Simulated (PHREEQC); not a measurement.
**Cooling-tower water**

Synthetic water in mg/L, 25 °C, pH 6.21, pe 11.8: Na 63.7; K 134; Ca 375; Mg 35.3; Cl 404; S(6) as SO4 359; Alkalinity as HCO3 620; Cd 57.9; Zn 1.83; Pb 11.5.

Na is adjusted to close the charge balance.
Valence states are taken as typed.

Computed with PHREEQC (ion-association model, phreeqc.dat).

ionic strength: 0.0379 mol/kgw
specific conductance: 2670 µS/cm

| species | molality | activity | log γ |
|---|---|---|---|
| Cl- | 0.0113 | 0.00937 | -0.080 |
| CO2 | 0.0110 | 0.0111 | 0.004 |
| HCO3- | 0.00948 | 0.00800 | -0.074 |
| Ca+2 | 0.00798 | 0.00405 | -0.295 |
| K+ | 0.00340 | 0.00283 | -0.081 |
| Na+ | 0.00277 | 0.00232 | -0.076 |
| SO4-2 | 0.00255 | 0.00127 | -0.303 |
| Mg+2 | 0.00120 | 0.000621 | -0.286 |
| CaSO4 | 0.000907 | 0.000915 | 0.004 |
| CaHCO3+ | 0.000487 | 0.000413 | -0.072 |
| Cd+2 | 0.000275 | 0.000135 | -0.309 |
| MgSO4 | 0.000183 | 0.000185 | 0.004 |
| CdCl+ | 0.000144 | 0.000121 | -0.077 |
| MgHCO3+ | 6.97e-5 | 5.81e-5 | -0.079 |
| CdSO4 | 4.91e-5 | 4.95e-5 | 0.004 |
| CdHCO3+ | 4.08e-5 | 3.42e-5 | -0.077 |

This is a speciation only: nothing precipitates in the calculation. Examples of supersaturated solids here: Otavite, Cerussite. Others may be too. Species that the database lacks are ignored. The database's zinc carbonate complexes are estimates, stronger than later reviews accept.
